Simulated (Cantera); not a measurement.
Input: 1 mol Si, 0.027 mol H2O, 1.5 mol H2, held at 1423.15 K.

Method: chemical equilibrium by Gibbs-energy minimisation in Cantera with the NASA 1993 tables (ideal gas, pure condensed phases). Candidate condensed phases: H2O, Si, SiO2; 18 gas species. Mutual solubility and eutectic melting of coexisting phases are not modelled. The tables hold silica as quartz up to 1696 K and as liquid above; real silica turns to tridymite and cristobalite and melts near 1996 K. Rates play no part.

### Question
Which condensed phases are stable at each of these points (P (Pa)): 0.100, 0.750, 5.60, 42, 320, 2400, 18000, 130000, 1000000?

### Answer
| P (Pa) | condensed phases | Si condensed (%) |
|---|---|---|
| 0.100 | Si(s) | 97.1 |
| 0.750 | Si(s) | 97.3 |
| 5.60 | Si(s) | 97.3 |
| 42 | Si(s) | 97.3 |
| 320 | Si(s) | 97.3 |
| 2400 | Si(s) + SiO2(β-quartz) | 99.2 |
| 18000 | Si(s) + SiO2(β-quartz) | 99.9 |
| 130000 | Si(s) + SiO2(β-quartz) | 100.0 |
| 1000000 | Si(s) + SiO2(β-quartz) | 100.0 |

From 0.100 Pa to 3.20 mbar the condensed part is Si(s). From 24.0 mbar to 10.0 bar the condensed part is Si(s) + SiO2(β-quartz).
